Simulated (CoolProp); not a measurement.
n-perfluorobutane along the isotherm 370.8 K: fugacity coefficient from the reference equation and from simpler models built on Tc = 386.3 K, pc = 2.322 MPa, ω = 0.372; each cubic takes its own stable root.

Model: reference Helmholtz-energy equation of state, Gao 2022, in CoolProp.

```json
[
 {"p (MPa)": "0.909", "phase": "gas", "reference": "0.8553", "Redlich-Kwong": "?", "Peng-Robinson": "0.8361"},
 {"p (MPa)": "1.82", "phase": "liquid", "reference": "0.6787", "Redlich-Kwong": "0.7051", "Peng-Robinson": "0.6583"},
 {"p (MPa)": "2.73", "phase": "liquid", "reference": "0.4818", "Redlich-Kwong": "0.5103", "Peng-Robinson": "0.4688"},
 {"p (MPa)": "3.64", "phase": "liquid", "reference": "0.3838", "Redlich-Kwong": "0.4109", "Peng-Robinson": "0.3738"},
 {"p (MPa)": "4.55", "phase": "liquid", "reference": "0.3256", "Redlich-Kwong": "0.3516", "Peng-Robinson": "0.3171"},
 {"p (MPa)": "5.45", "phase": "liquid", "reference": "0.2877", "Redlich-Kwong": "0.3129", "Peng-Robinson": "0.2799"},
 {"p (MPa)": "6.36", "phase": "liquid", "reference": "0.2609", "Redlich-Kwong": "?", "Peng-Robinson": "0.2534"},
 {"p (MPa)": "7.27", "phase": "liquid", "reference": "0.2413", "Redlich-Kwong": "0.2654", "Peng-Robinson": "0.2339"},
 {"p (MPa)": "8.18", "phase": "liquid", "reference": "?", "Redlich-Kwong": "0.2503", "Peng-Robinson": "0.2191"},
 {"p (MPa)": "9.09", "phase": "liquid", "reference": "0.2153", "Redlich-Kwong": "0.2388", "Peng-Robinson": "0.2076"},
 {"p (MPa)": "10", "phase": "liquid", "reference": "?", "Redlich-Kwong": "0.2300", "Peng-Robinson": "0.1986"}
]
```

Some entries are withheld; supply them.


- 0.909, Redlich-Kwong: 0.8531
- 6.36, Redlich-Kwong: 0.2854
- 8.18, reference: 0.2266
- 10, reference: 0.2065

At some of these states Redlich-Kwong gives the other phase, because its saturation line lies elsewhere.
